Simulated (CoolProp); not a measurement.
Values from CoolProp's reference Helmholtz-energy equation of state, Zhou 2011.

Q: Give the vapour pressure (MPa), vapour density (kg/m³), surface tension (mN/m) of saturated dimethyl carbonate at 440.4 K.

A: 
```
T (K)  p (MPa)  vapour density (kg/m³)  surface tension (mN/m)
-----  -------  ----------------------  ----------------------
440.4    0.723                    20.2                    9.38
```

Surface tension comes from a separate correlation (Mulero 2014).
